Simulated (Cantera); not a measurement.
An adiabatic, constant-pressure homogeneous reactor starts with CO : H2 : CH4 : O2 : N2 : H2O = 1 : 0.056 : 0.83 : 1.82 : 6.86 : 0.3 (molar parts), equivalence ratio 1.2, at 1050 K and 7500 Torr. Integrator tolerance rtol = 1e-08.

Cantera simulation using GRI-Mech 3.0 (53 species, 325 reactions); the numbers are that mechanism's predictions, not measurements.

Task: What does this change do: CO 1 to 0.38 parts?

Result: 
```tsv
quantity	before	after
time of steepest temperature rise	31.5 ms	17.2 ms
temperature at 0.200 s	2674 K	2657 K
equilibrium temperature	2674 K	2657 K
x(CO) at 0.200 s	0.0629 (gas-phase equilibrium 0.0629)	0.0270 (gas-phase equilibrium 0.0270)
x(H2) at 0.200 s	0.0149 (gas-phase equilibrium 0.0149)	0.00826 (gas-phase equilibrium 0.00826)
x(CH4) at 0.200 s	<1e-12 (gas-phase equilibrium <1e-12)	<1e-12 (gas-phase equilibrium <1e-12)
x(CO2) at 0.200 s	0.107 (gas-phase equilibrium 0.107)	0.0911 (gas-phase equilibrium 0.0911)
x(C2H6) at 0.200 s	<1e-12 (gas-phase equilibrium <1e-12)	<1e-12 (gas-phase equilibrium <1e-12)
```
